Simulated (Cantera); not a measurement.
An adiabatic, constant-volume homogeneous reactor starts with CO : H2 : CH4 : O2 : N2 = 1 : 0.1 : 0.88 : 6.08 : 22.9 (molar parts), equivalence ratio 0.38, at 1523 K and 1.00 bar. Integrator tolerance rtol = 1e-08.

Computed with Cantera and GRI-Mech 3.0 (53 species, 325 reactions).

Q: What does this change do: initial temperature 1523 to 1400 K?

A: 
| quantity | before | after |
|---|---|---|
| time of steepest temperature rise | 0.390 ms | 0.961 ms |
| temperature at 0.500 s | 2461 K | 2385 K |
| equilibrium temperature | 2461 K | 2385 K |
| x(CO) at 0.500 s | 0.00403 (gas-phase equilibrium 0.00403) | 0.00262 (gas-phase equilibrium 0.00262) |
| x(H2) at 0.500 s | 0.000649 (gas-phase equilibrium 0.000649) | 0.000436 (gas-phase equilibrium 0.000436) |
| x(CH4) at 0.500 s | <1e-12 (gas-phase equilibrium <1e-12) | <1e-12 (gas-phase equilibrium <1e-12) |
| x(NO) at 0.500 s | 0.0154 (gas-phase equilibrium 0.0154) | 0.0135 (gas-phase equilibrium 0.0135) |
| x(CH2CO) at 0.500 s | <1e-12 (gas-phase equilibrium <1e-12) | <1e-12 (gas-phase equilibrium <1e-12) |

Q: What does this change do: initial temperature 1523 to 1100 K?

A: 
```
quantity                                                              before                                      after
---------------------------------  -----------------------------------------  -----------------------------------------
time of steepest temperature rise                                   0.390 ms                                    21.2 ms
temperature at 0.500 s                                                2461 K                                     2180 K
equilibrium temperature                                               2461 K                                     2179 K
x(CO) at 0.500 s                     0.00403 (gas-phase equilibrium 0.00403)  0.000670 (gas-phase equilibrium 0.000663)
x(H2) at 0.500 s                   0.000649 (gas-phase equilibrium 0.000649)  0.000126 (gas-phase equilibrium 0.000124)
x(CH4) at 0.500 s                      <1e-12 (gas-phase equilibrium <1e-12)      <1e-12 (gas-phase equilibrium <1e-12)
x(NO) at 0.500 s                       0.0154 (gas-phase equilibrium 0.0154)    0.00818 (gas-phase equilibrium 0.00884)
x(CH2CO) at 0.500 s                    <1e-12 (gas-phase equilibrium <1e-12)      <1e-12 (gas-phase equilibrium <1e-12)
```

Q: What does this change do: initial temperature 1523 to 1123 K?

A: 
```csv
quantity,before,after
time of steepest temperature rise,0.390 ms,16.4 ms
temperature at 0.500 s,2461 K,2196 K
equilibrium temperature,2461 K,2195 K
x(CO) at 0.500 s,0.00403 (gas-phase equilibrium 0.00403),0.000754 (gas-phase equilibrium 0.000750)
x(H2) at 0.500 s,0.000649 (gas-phase equilibrium 0.000649),0.000140 (gas-phase equilibrium 0.000139)
x(CH4) at 0.500 s,<1e-12 (gas-phase equilibrium <1e-12),<1e-12 (gas-phase equilibrium <1e-12)
x(NO) at 0.500 s,0.0154 (gas-phase equilibrium 0.0154),0.00880 (gas-phase equilibrium 0.00918)
x(CH2CO) at 0.500 s,<1e-12 (gas-phase equilibrium <1e-12),<1e-12 (gas-phase equilibrium <1e-12)
```
